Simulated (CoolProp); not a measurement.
Toluene along the isotherm 337.85 °C: fugacity coefficient from the reference equation and from simpler models built on Tc = 318.6 °C, pc = 4126 kPa, ω = 0.266; each cubic takes its own stable root.

Values from CoolProp's reference Helmholtz-energy equation of state, Lemmon 2006. It is a short technical equation, of lower accuracy than the large ones.

```
p (kPa)          phase   reference  Redlich-Kwong  Soave-Redlich-Kwong
-------  -------------  ----------  -------------  -------------------
19.6               gas      0.9984         0.9985               0.9985
44.5               gas      0.9964         0.9967               0.9967
101                gas      0.9919         0.9924               0.9925
231                gas      0.9816         0.9827               0.9829
525                gas  (withheld)     (withheld)           (withheld)
1200               gas  (withheld)     (withheld)               0.9127
2720               gas  (withheld)         0.8022           (withheld)
6190     supercritical  (withheld)         0.5484               0.5592
```

Task: What belongs in the gaps?

Result: 
- 525, reference: 0.9583
- 525, Redlich-Kwong: 0.9608
- 525, Soave-Redlich-Kwong: 0.9614
- 1200, reference: 0.9059
- 1200, Redlich-Kwong: 0.9112
- 2720, reference: 0.7913
- 2720, Soave-Redlich-Kwong: 0.8056
- 6190, reference: 0.5320
